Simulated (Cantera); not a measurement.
An isothermal, constant-pressure homogeneous reactor starts with 1.22 % CH₄, 98.5 % H₂, 0.243 % N₂, at 1900 K and 0.987 atm.

Model: GRI-Mech 3.0 (53 species, 325 reactions), integrated in Cantera. GRI-Mech 3.0 stops at C3 and has no aromatics, soot or wall deposition, so with more carbon than oxygen in the feed, carbon stays in small species such as C2H2 where larger ones or solid carbon would form.

One state of this run: x CH₄ = 0.0120; x H₂ = 0.985; x H = 0.000679; x C₂H₂ = 7.92e-6; x C₂H₄ = 7.56e-6; x CH₃ = 0.000165; x CH₂ = 1.34e-7. x: mole fraction; the columns are a selection and need not sum to one.

Question: Which value of t (s) does it belong to?
(A) 0.0792
(B) 0.00742
(C) 0.000213
(D) 6.53e-5

Answer: C, 0.000213
